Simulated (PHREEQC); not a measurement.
NaF is added in steps, without added water, to 1 kg of water holding 0.058 mol NaHSO4, 0.0041 mol Na2CO3 and 0.00016 mol NaCl, at 25 °C. Oxygen alone is held at its pressure in air (log pO2 = -0.68). CO2 from the air is kept out. The run lets Halite, Mirabilite, Nahcolite, Natron precipitate or redissolve, and no other solid.

Base run: PHREEQC, ion-association model, wateq4f.dat. Each further column changes one thing. The table gives NaSO4- (mol/kgw).

```tsv
NaF added (mol)	base	NaCl from 0.00016 to 0.000144 mol/kgw	diluted 100-fold with water	NaHSO4 from 0.058 to 0.0058 mol/kgw	no solid may form
0	0.00323	0.00323	1.54e-6	0.000227	0.00323
0.0075	0.00382	0.00382	1.56e-5	0.000317	0.00382
0.015	0.00446	0.00446	…	0.000395	0.00446
0.0225	0.00514	0.00514	…	0.000464	0.00514
0.03	0.00584	0.00584	4.26e-5	0.000528	0.00584
0.0375	0.00655	0.00654	4.94e-5	0.000585	0.00655
0.045	0.00721	0.00721	5.56e-5	…	0.00721
0.055	0.00800	0.00799	6.30e-5	0.000704	0.00800
0.0625	0.00850	0.00850	6.81e-5	0.000750	0.00850
0.07	0.00894	0.00894	7.28e-5	0.000793	0.00894
0.0775	0.00934	0.00934	7.73e-5	0.000833	0.00934
0.085	0.00971	0.00971	8.15e-5	0.000872	0.00971
0.0925	0.0101	0.0101	8.55e-5	0.000909	0.0101
0.1	0.0104	0.0104	8.93e-5	0.000944	0.0104
```

### Question
Complete the blanks.

### Answer

- 0.015, diluted 100-fold with water: 2.62e-5
- 0.0225, diluted 100-fold with water: 3.50e-5
- 0.045, NaHSO4 from 0.058 to 0.0058 mol/kgw: 0.000639

wateq4f.dat counts part of the HF as a dimer, H2F2, which phreeqc.dat doesn't know; its constant is uncertain.
